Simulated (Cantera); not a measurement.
An adiabatic, constant-pressure homogeneous reactor starts with H2 : O2 : N2 : H2O = 1 : 0.417 : 1.57 : 0.84 (molar parts), equivalence ratio 1.2, at 1100 K and 4.93 atm. Integrator tolerance rtol = 1e-08.

Cantera simulation using GRI-Mech 3.0 (53 species, 325 reactions); the numbers are that mechanism's predictions, not measurements. The hydrogen kinetics of GRI-Mech 3.0 are dated; newer H2 mechanisms differ, most at raised pressure.

### Question
What does this change do: H2O 0.84 to 0.65 parts?

### Answer
```
quantity                                                              before                                      after
---------------------------------  -----------------------------------------  -----------------------------------------
time of steepest temperature rise                                    2.05 ms                                    1.87 ms
temperature at 5.00 s                                                 2480 K                                     2552 K
equilibrium temperature                                               2480 K                                     2552 K
x(H2) at 5.00 s                        0.0515 (gas-phase equilibrium 0.0515)      0.0555 (gas-phase equilibrium 0.0555)
x(O2) at 5.00 s                    0.000517 (gas-phase equilibrium 0.000517)  0.000768 (gas-phase equilibrium 0.000768)
x(H2O) at 5.00 s                         0.482 (gas-phase equilibrium 0.482)        0.449 (gas-phase equilibrium 0.449)
x(NO2) at 5.00 s                     8.48e-8 (gas-phase equilibrium 8.48e-8)    1.36e-7 (gas-phase equilibrium 1.36e-7)
x(HO2) at 5.00 s                     4.93e-7 (gas-phase equilibrium 4.93e-7)    7.69e-7 (gas-phase equilibrium 7.69e-7)
```

### Question
What does this change do: initial temperature 1100 to 1600 K?

### Answer
```tsv
quantity	before	after
time of steepest temperature rise	2.05 ms	2.88 µs
temperature at 5.00 s	2480 K	2758 K
equilibrium temperature	2480 K	2758 K
x(H2) at 5.00 s	0.0515 (gas-phase equilibrium 0.0515)	0.0633 (gas-phase equilibrium 0.0633)
x(O2) at 5.00 s	0.000517 (gas-phase equilibrium 0.000517)	0.00356 (gas-phase equilibrium 0.00356)
x(H2O) at 5.00 s	0.482 (gas-phase equilibrium 0.482)	0.455 (gas-phase equilibrium 0.455)
x(NO2) at 5.00 s	8.48e-8 (gas-phase equilibrium 8.48e-8)	6.94e-7 (gas-phase equilibrium 6.94e-7)
x(HO2) at 5.00 s	4.93e-7 (gas-phase equilibrium 4.93e-7)	3.93e-6 (gas-phase equilibrium 3.93e-6)
```
